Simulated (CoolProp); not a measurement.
Properties of ammonia at several states.

Computed with CoolProp (reference Helmholtz-energy equation of state, Gao 2020).

```json
[
 {"T (K)": "333", "p (kPa)": "684", "phase": "gas", "density (kg/m³)": "4.419", "cp (kJ/(kg K))": "2.452", "Joule-Thomson coefficient (K/MPa)": "18.53", "viscosity (µPa s)": "11.3", "Prandtl number": "0.951"},
 {"T (K)": "370.9", "p (kPa)": "11300", "phase": "liquid", "density (kg/m³)": "482.7", "cp (kJ/(kg K))": "5.941", "Joule-Thomson coefficient (K/MPa)": "0.3160", "viscosity (µPa s)": "70.5", "Prandtl number": "1.34"},
 {"T (K)": "436.1", "p (kPa)": "9870", "phase": "gas", "density (kg/m³)": "65.71", "cp (kJ/(kg K))": "4.669", "Joule-Thomson coefficient (K/MPa)": "6.915", "viscosity (µPa s)": "16.6", "Prandtl number": "1.23"},
 {"T (K)": "258.8", "p (kPa)": "990", "phase": "liquid", "density (kg/m³)": "658.2", "cp (kJ/(kg K))": "4.537", "Joule-Thomson coefficient (K/MPa)": "-0.1638", "viscosity (µPa s)": "201", "Prandtl number": "1.51"},
 {"T (K)": "354.2", "p (kPa)": "61900", "phase": "liquid", "density (kg/m³)": "582.3", "cp (kJ/(kg K))": "4.482", "Joule-Thomson coefficient (K/MPa)": "-0.1047", "viscosity (µPa s)": "112", "Prandtl number": "1.10"},
 {"T (K)": "646.1", "p (kPa)": "209", "phase": "gas", "density (kg/m³)": "0.6633", "cp (kJ/(kg K))": "2.734", "Joule-Thomson coefficient (K/MPa)": "2.764", "viscosity (µPa s)": "23.4", "Prandtl number": "0.862"}
]
```

Viscosity comes from a separate model (Fenghour 1995). Thermal conductivity comes from a separate model (Tufeu 1984).
